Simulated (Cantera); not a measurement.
An isothermal, constant-pressure homogeneous reactor starts with CH₄ : N₂ = 0.36 : 22 (molar parts), at 1825 K and 750 Torr.

Detailed kinetics in Cantera: GRI-Mech 3.0 (53 species, 325 reactions). GRI-Mech 3.0 stops at C3 and has no aromatics, soot or wall deposition, so with more carbon than oxygen in the feed, carbon stays in small species such as C2H2 where larger ones or solid carbon would form.

x: mole fraction; the columns are a selection and need not sum to one.

| t (s) | x CH₄ | x CH₂ | x CH₃ | x C₂H₆ | x C₂H₄ |
|---|---|---|---|---|---|
| 0.000500 | 0.0145 | 1.02e-6 | 0.000613 | ___ | 0.000367 |
| 0.00172 | 0.00870 | 1.22e-6 | 0.000499 | ___ | 0.000767 |
| 0.00595 | 0.00368 | 5.56e-7 | 0.000201 | ___ | 8.63e-5 |
| 0.0205 | 0.00118 | 2.05e-7 | 6.65e-5 | ___ | 1.10e-5 |
| 0.0707 | 0.000337 | 6.25e-8 | 1.93e-5 | ___ | 4.15e-6 |
| 0.244 | 9.47e-5 | 1.80e-8 | 5.47e-6 | ___ | 3.68e-6 |
| 0.841 | 2.83e-5 | 5.40e-9 | 1.64e-6 | 2.81e-10 | 3.66e-6 |
| 2.90 | 1.41e-5 | 2.70e-9 | 8.18e-7 | 8.45e-11 | 3.66e-6 |
| 10.0 | 1.34e-5 | 2.56e-9 | 7.75e-7 | 7.80e-11 | 3.66e-6 |

### Question
Some entries are withheld; supply them.

### Answer

- 0.000500, x C₂H₆: 4.08e-5
- 0.00172, x C₂H₆: 2.68e-5
- 0.00595, x C₂H₆: 4.13e-6
- 0.0205, x C₂H₆: 4.39e-7
- 0.0707, x C₂H₆: 3.66e-8
- 0.244, x C₂H₆: 2.94e-9
